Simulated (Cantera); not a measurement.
**Ignition delay**

Mixture: 6.44 % CH4, 1.09 % C2H6, 0.251 % C3H8, 18.9 % O2, 70.8 % N2, 2.45 % CO2, equivalence ratio 0.95, at 1.18 atm, adiabatic and at constant volume. Ignition delay is the time to a rise of 400 K.

Computed with Cantera and GRI-Mech 3.0 (53 species, 325 reactions).

| T0 (K) | delay (ms) |
|---|---|
| 1000 | 82.2 |
| 1100 | 11.5 |
| 1200 | 2.57 |
| 1300 | 0.786 |
| 1400 | 0.288 |
| 1500 | 0.121 |
| 1600 | 0.0580 |
| 1700 | 0.0315 |
| 1800 | 0.0190 |

- apparent activation energy between 1600 and 1800 K = 130 kJ/mol
